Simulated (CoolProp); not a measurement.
Vapour-liquid equilibrium of CHF3 (R23) (1) + R134a (2) at 255.5 K; x and y are mole fractions of (1).

Computed with CoolProp (multi-fluid Helmholtz-energy mixture model, Penoncello 2003 and Tillner-Roth 1994; pair parameters Bell 2016).

Q: Give the bubble pressure and the first vapour's composition at x = 0.15, 0.45, 0.85. Is there an azeotrope?

A: x = 0.15: 317.5 kPa, y = 0.581; x = 0.45: 683.0 kPa, y = 0.856; x = 0.85: 1252 kPa, y = 0.973. No azeotrope shows between x = 0.05 and 0.95.

Pair parameters are fitted to limited data, so mixtures are less certain than the pure fluids.
